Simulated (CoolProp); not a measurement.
Vapour-liquid equilibrium of C3F8 (R218) (1) + c-C4F8 (RC318) (2) at -11.95 °C; x and y are mole fractions of (1).

Model: multi-fluid Helmholtz-energy mixture model, Lemmon 2006 and Platzer 1990; pair parameters Bell 2016, in CoolProp. This equation is an older, rougher fit; its heat capacities, sound speeds and derivatives of the liquid may be far off and weren't checked against measurements.

```csv
x,bubble pressure (bar),y at the bubble point,dew pressure at overall composition x (bar),liquid density (mol/L)
0.05,0.8128,0.082,0.8015,8.195
0.125,0.8712,?,0.8292,8.213
0.2,0.9527,0.357,0.8623,8.227
0.275,1.058,0.486,?,8.236
0.35,1.185,0.600,0.9482,8.239
0.425,1.333,0.695,1.004,8.238
0.5,1.498,0.772,1.071,8.232
0.575,1.675,0.833,1.154,8.220
0.65,1.862,0.880,1.257,8.202
0.725,2.053,0.918,1.392,8.178
0.8,2.247,0.947,1.574,8.147
0.875,2.440,0.971,1.838,8.108
0.95,2.630,0.989,?,8.062
```

Task: Fill in the missing entries.

Result: 
- 0.125, y at the bubble point: 0.218
- 0.275, dew pressure at overall composition x (bar): 0.9015
- 0.95, dew pressure at overall composition x (bar): 2.268

No azeotrope shows between x = 0.05 and 0.95.

The pair parameters rest on a limited set of measurements; away from them the model extrapolates.
